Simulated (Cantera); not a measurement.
Feed: 1 mol SiH2Cl2, 270 mol H2, equilibrated at 2600 K and 0.0230 bar.

Method: chemical equilibrium by Gibbs-energy minimisation in Cantera with the NASA 1993 tables (ideal gas, pure condensed phases). Candidate condensed phases: Si; 19 gas species. Kinetics and transport are ignored.

Base state: H2 0.768, H 0.222, HCl 0.00541, Si 0.00314, Cl 0.00109, SiH 9.53e-5 (mole fractions); condensed: gas only.

What changes in the equilibrium state with this change: temperature from 2600 K to 1000 K?


```csv
species,before,after
H2,0.768,0.994
HCl,0.00541,0.00604
SiHCl3,<1e-9,0.000168
H,0.222,1.49e-8
Si,0.00314,<1e-9
Cl,0.00109,<1e-9
SiCl4,<1e-9,0.000145
SiH,9.53e-5,<1e-9
SiH2Cl2,<1e-9,2.10e-5
SiCl3,<1e-9,1.94e-5
"Si(s), mol",0,0.887
```
The tables' values for SiCl3 are old estimates; treat these amounts as uncertain.

What changes in the equilibrium state with this change: H2 from 270 to 16 mol?


| species | before | after |
|---|---|---|
| H2 | 0.768 | 0.658 |
| H | 0.222 | 0.205 |
| HCl | 0.00541 | 0.0737 |
| Si | 0.00314 | 0.0424 |
| Cl | 0.00109 | 0.0161 |
| SiCl2 | 3.84e-7 | 0.00113 |
| SiCl | 9.36e-6 | 0.00186 |
| Si2 | 7.16e-7 | 0.000131 |
| SiH | 9.53e-5 | 0.00119 |
| SiH2 | 8.23e-6 | 9.52e-5 |
The tables' values for SiCl are old estimates; treat these amounts as uncertain. Gases not in the tables: Si2H6 and higher silanes.
